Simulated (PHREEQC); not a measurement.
A column of 0.2 m (40 cells, dispersivity 0.007 m, 300 s a shift, diffusion coefficient 3e-10 m²/s) holds 0.0007 eq of the database's cation exchanger X per kg of pore water, first in equilibrium with 0.01 mol/kgw KBr, 0.0017 mol/kgw MgCl2, 0.007 mol/kgw SrCl2 and 1e-05 mol/kgw HCl. It is flushed with 0.00049 mol KBr, 0.00045 mol NaCl and 1e-05 mol HCl per kg of water, at 25 °C. Values are for the last cell. No CO2 enters from the air. Nothing may precipitate in this run.

Base run: PHREEQC, ion-association model, phreeqc.dat. Each further column changes one thing. The table gives Na in solution (mol/kgw).

```csv
pore volumes,base,exchange capacity from 0.0007 to 0.00035 eq/kgw,dispersivity from 0.007 to 0.014 m
0,0,0,0
0.3875,5.36e-8,5.48e-8,(withheld)
0.6375,2.41e-5,2.44e-5,6.26e-5
1.012,0.000251,0.000254,(withheld)
1.387,0.000396,0.000403,0.000380
1.637,0.000419,0.000428,(withheld)
2.013,0.000431,0.000438,(withheld)
2.388,0.000438,0.000442,0.000434
2.638,0.000441,0.000444,0.000437
3.013,0.000443,0.000445,(withheld)
3.388,0.000444,0.000446,0.000442
3.638,0.000445,0.000447,0.000443
4.013,0.000445,0.000447,0.000444
```

### Question
Fill in the missing entries.

### Answer

- 0.3875, dispersivity from 0.007 to 0.014 m: 2.41e-6
- 1.012, dispersivity from 0.007 to 0.014 m: 0.000259
- 1.637, dispersivity from 0.007 to 0.014 m: 0.000412
- 2.013, dispersivity from 0.007 to 0.014 m: 0.000429
- 3.013, dispersivity from 0.007 to 0.014 m: 0.000440
